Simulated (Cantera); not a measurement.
## CH4 + H2 (carbon deposition, reforming and gasification)

Charge: 1 mol CH4, 10 mol H2, held at 0.220 bar.

Equilibrium computed with Cantera from the NASA thermochemical tables; the gas is ideal and each condensed phase is pure. Candidate condensed phases: C, C6H6, C7H8, C8H18; 86 gas species. Ions and electrons are included (thermal ionisation). Kinetics and transport are ignored.

| T (K) | x H | x H2 | x C | x C2H2 (acetylene) |
|---|---|---|---|---|
| 3000 | 0.279 | 0.686 | 0.000195 | 0.0307 |
| 3250 | 0.479 | 0.491 | 0.00119 | 0.0198 |
| 3500 | 0.681 | 0.293 | 0.00474 | 0.00775 |
| 3750 | 0.824 | 0.149 | 0.0127 | 0.00181 |
| 4000 | 0.897 | 0.0697 | 0.0244 | 0.000279 |
| 4250 | 0.930 | 0.0330 | 0.0338 | 3.03e-5 |
| 4500 | 0.944 | 0.0164 | 0.0378 | 2.87e-6 |
| 4750 | 0.951 | 0.00867 | 0.0392 | 3.01e-7 |
| 5000 | 0.955 | 0.00485 | 0.0396 | 3.79e-8 |
x: gas mole fraction; nothing condenses.

From 3000 K to 5000 K nothing is condensed. The main C-bearing gas is C2H2 (acetylene) at 3000 K and C at 5000 K.
